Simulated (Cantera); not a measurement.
Standard-state values (1 bar) from the NASA 1993 polynomials, evaluated with Cantera. Values are per mole of reaction as written; species without (g) are pure solids or liquids, kept so even where they would boil at 1 bar.

2 Cr2N + 12 O(g) = 4 CrO3(g) + N2(g)

```tsv
T (K)	ΔH° (kJ)	ΔS° (J/K)	ΔG° (kJ)	log10 K
300	-3910.8	-807.0	-3668.7	638.76
400	-3923.8	-844.5	-3586.0	468.27
550	-3939.8	-878.8	-3456.5	328.26
700	-3953.5	-900.8	-3322.9	247.96
850	-3966.1	-917.1	-3186.5	195.82
1000	-3978.6	-930.7	-3047.9	159.21
1150	-3991.5	-942.7	-2907.4	132.06
1300	?	?	?	?
1450	?	?	?	?
1600	?	?	?	?
1750	?	?	?	?
```

Q: Fill in the missing entries.

A: 
- 1300, ΔH° (kJ): -4005.0
- 1300, ΔS° (J/K): -953.7
- 1300, ΔG° (kJ): -2765.2
- 1300, log10 K: 111.10
- 1450, ΔH° (kJ): -4019.3
- 1450, ΔS° (J/K): -964.1
- 1450, ΔG° (kJ): -2621.3
- 1450, log10 K: 94.43
- 1600, ΔH° (kJ): -4034.4
- 1600, ΔS° (J/K): -974.0
- 1600, ΔG° (kJ): -2476.0
- 1600, log10 K: 80.83
- 1750, ΔH° (kJ): -4050.4
- 1750, ΔS° (J/K): -983.6
- 1750, ΔG° (kJ): -2329.2
- 1750, log10 K: 69.52
